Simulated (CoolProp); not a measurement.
R236EA along the isobar 4.28 MPa: fugacity coefficient from the reference equation and from simpler models built on Tc = 412.4 K, pc = 3.414 MPa, ω = 0.368; each cubic takes its own stable root.

Values from CoolProp's reference Helmholtz-energy equation of state, Rui 2013.

| T (K) | phase | reference |
|---|---|---|
| 254.9 | liquid | 0.009277 |
| 266.3 | liquid | 0.01585 |
| 277.6 | liquid | 0.02546 |
| 289 | liquid | 0.03909 |
| 300.3 | liquid | 0.05727 |
| 311.7 | liquid | 0.08105 |
| 323 | liquid | 0.1106 |
| 334.4 | liquid | 0.1469 |
| 345.7 | liquid | 0.1894 |
| 357.1 | liquid | 0.2390 |
| 368.4 | liquid | 0.2943 |
| 379.8 | liquid | 0.3558 |
| 391.1 | liquid | 0.4214 |

### Question
How far does each simpler model (van der Waals, Redlich-Kwong, Soave-Redlich-Kwong, Peng-Robinson) lie from the reference over these 13 states: mean and median of the absolute difference, and the worst?

### Answer
- van der Waals: mean 270.4 %, median 152.8 %, worst +984.4 % at 254.9 K and 4.28 MPa
- Redlich-Kwong: mean 71.3 %, median 55.6 %, worst +187.1 % at 254.9 K and 4.28 MPa
- Soave-Redlich-Kwong: mean 3.1 %, median 3.3 %, worst +4.0 % at 357.1 K and 4.28 MPa
- Peng-Robinson: mean 0.4 %, median 0.2 %, worst +1.5 % at 254.9 K and 4.28 MPa
